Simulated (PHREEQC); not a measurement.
**Alkaline etch or developer**

Solution (20 °C): 0.28 mol KOH and 4.9e-05 mol H3BO3 per kg of water. Closed to the air; pH follows from the charge balance.

Equilibrium calculation in PHREEQC: ion-association model, wateq4f.dat.

This is a speciation only: nothing precipitates in the calculation.

Q: Predict the pH, activity of water.

A: pH 13.45; activity of water 0.990.
